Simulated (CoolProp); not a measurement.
Vapour-liquid equilibrium of acetone (1) + dimethyl carbonate (2) at 0.039 MPa; x and y are mole fractions of (1).

Values from CoolProp's multi-fluid Helmholtz-energy mixture model, Lemmon 2006 and Zhou 2011; pair parameters Bell 2016.

| x | bubble temperature, mixture model (°C) | bubble temperature, Raoult's law (°C) | y, mixture model | y, Raoult's law |
|---|---|---|---|---|
| 0.05 | 59.5 | 60.0 | 0.163 | 0.148 |
| 0.2 | 51.9 | 52.8 | 0.473 | 0.464 |
| 0.35 | 46.4 | 47.0 | 0.654 | 0.659 |
| 0.5 | 41.9 | 42.2 | 0.777 | 0.788 |
| 0.65 | 38.1 | 38.1 | 0.867 | 0.877 |
| 0.8 | 34.6 | 34.6 | 0.935 | 0.940 |
| 0.95 | 31.6 | 31.6 | 0.986 | 0.987 |

The largest gap from Raoult's law is -0.9 K in bubble temperature, at x = 0.2. No azeotrope shows between x = 0.05 and 0.95.

Pair parameters are fitted to limited data, so mixtures are less certain than the pure fluids.
